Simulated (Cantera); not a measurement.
Mixture: CO : H₂ : CH₄ : O₂ : N₂ : H₂O = 1 : 0.064 : 0.05 : 1.47 : 5.53 : 0.23 (molar parts), equivalence ratio 0.43, at 9.87 atm, adiabatic and at constant pressure. Ignition delay is the time to a rise of 400 K.

Computed with Cantera and GRI-Mech 3.0 (53 species, 325 reactions). Where the delays flatten at high temperature, the 400 K rule measures the pace of heat release, not the induction time.

### Question
What does this change do: H2O 0.23 to 0.51 parts?

### Answer
```
quantity           before     after
---------------  --------  --------
delay at 1200 K  0.234 ms  0.303 ms
delay at 1400 K   26.5 µs   31.9 µs
delay at 1600 K   9.75 µs   10.1 µs
delay at 1800 K   6.07 µs   5.84 µs
delay at 2000 K   4.76 µs   4.34 µs
```

### Question
What does this change do: pressure from 9.87 atm to 4.93 atm?

### Answer
```csv
quantity,before,after
delay at 1200 K,0.234 ms,0.207 ms
delay at 1400 K,26.5 µs,35.1 µs
delay at 1600 K,9.75 µs,17.8 µs
delay at 1800 K,6.07 µs,13.0 µs
delay at 2000 K,4.76 µs,11.5 µs
```
